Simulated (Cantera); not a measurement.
A Cantera script and its output.

```python
import numpy as np
import cantera as ct

gas = ct.Solution("gri30.yaml")
gas.TPX = 1500, 500000, {'CH2O': 0.0055, 'O2': 0.0024, 'N2': 1}
reactor = ct.IdealGasConstPressureReactor(gas, energy="off", clone=False)
net = ct.ReactorNet([reactor])
net.rtol, net.atol = 1e-08, 1e-18
show = ['CH2O', 'O2', 'CH3', 'NO', 'CH2CO', 'C2H2', 'CO2']
times = np.geomspace(0.0003, 4, 12)

steps = ct.SolutionArray(gas, extra=["t"])
rows = []
print(f"{'t/s':>10s}{'T/K':>9s}{'P/Pa':>11s}" + "".join(f"{s:>11s}" for s in show))
for t in times:
    while net.time < t:
        t_next = net.step()
        steps.append(gas.state, t=t_next)
    rows.append([np.interp(t, steps.t, y) for y in (steps.T, steps.P, *steps(*show).X.T)])
    print(f"{t:10.3e}{rows[-1][0]:9.1f}{rows[-1][1]:11.4g}" + "".join(f"{x:11.3e}" for x in rows[-1][2:]))
rate = np.gradient(steps.T, steps.t)
print("integrator steps:", len(steps.t))
if steps.T.max() > steps.T[0] + 200:
    print(f"time of steepest temperature rise: {steps.t[rate.argmax()]:.4e} s")
gas.TPX = 1500, 500000, {'CH2O': 0.0055, 'O2': 0.0024, 'N2': 1}
gas.equilibrate("TP")
print(f"equilibrium (TP): T = {gas.T:.1f} K  " + "  ".join(f"{s} {gas[s].X[0]:.3e}" for s in show))
```

Output:

```
       t/s      T/K       P/Pa       CH2O         O2        CH3         NO      CH2CO       C2H2        CO2
 3.000e-04   1500.0      5e+05  5.661e-10  6.459e-05  2.197e-12  1.352e-06  7.216e-15  3.068e-17  1.176e-03
 7.114e-04   1500.0      5e+05  2.485e-10  3.273e-06  1.153e-12  1.596e-06  7.752e-15  7.677e-17  1.565e-03
 1.687e-03   1500.0      5e+05  1.123e-10  3.364e-07  5.511e-13  1.603e-06  7.741e-15  1.329e-16  1.679e-03
 4.000e-03   1500.0      5e+05  5.779e-11  4.850e-08  2.779e-13  1.566e-06  5.795e-15  1.910e-16  1.720e-03
 9.486e-03   1500.0      5e+05  3.541e-11  7.789e-09  1.475e-13  1.485e-06  3.784e-15  2.224e-16  1.737e-03
 2.250e-02   1500.0      5e+05  2.618e-11  1.296e-09  7.705e-14  1.356e-06  2.215e-15  2.370e-16  1.744e-03
 5.334e-02   1500.0      5e+05  2.242e-11  2.217e-10  3.775e-14  1.186e-06  1.063e-15  2.402e-16  1.747e-03
 1.265e-01   1500.0      5e+05  2.089e-11  4.028e-11  1.776e-14  9.941e-07  3.988e-16  2.369e-16  1.749e-03
 3.000e-01   1500.0      5e+05  2.025e-11  8.389e-12  8.699e-15  8.001e-07  1.352e-16  2.306e-16  1.749e-03
 7.113e-01   1500.0      5e+05  1.996e-11  2.506e-12  5.130e-15  6.030e-07  5.899e-17  2.224e-16  1.750e-03
 1.687e+00   1500.0      5e+05  1.986e-11  1.448e-12  4.108e-15  3.870e-07  4.198e-17  2.094e-16  1.750e-03
 4.000e+00   1500.0      5e+05  1.982e-11  1.190e-12  3.873e-15  1.877e-07  3.785e-17  1.852e-16  1.751e-03
integrator steps: 2389
equilibrium (TP): T = 1500.0 K  CH2O 1.981e-11  O2 1.092e-12  CH3 6.272e-15  NO 3.142e-09  CH2CO 5.489e-17  C2H2 1.432e-17  CO2 1.750e-03
```

Cantera simulation using GRI-Mech 3.0 (53 species, 325 reactions); the numbers are that mechanism's predictions, not measurements.
